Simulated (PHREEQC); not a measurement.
Dissolve 1.3 mol H2SO4 and 0.52 mol KCl per kg of water at 25 °C. Closed to the air; pH follows from the charge balance.

The numbers come from PHREEQC with the Pitzer model, pitzer.dat.

```json
{
  "pH": "-0.34",
  "ionic_strength": "2.32 mol/kgw",
  "activity_of_water": "0.929",
  "density": "1.093 g/cm³",
  "osmotic_coefficient": "1.057",
  "total_alkalinity": "-2600 meq/kg"
}
```

```tsv
species	molality	activity	log γ
H+	1.55	2.21	0.153
HSO4-	1.05	0.682	-0.187
Cl-	0.520	0.297	-0.244
K+	0.520	0.380	-0.137
SO4-2	0.251	0.00324	-1.889
```

No solid was allowed to form. Species that the database lacks are ignored. In brines, pH and single-ion activities rest on the MacInnes convention.
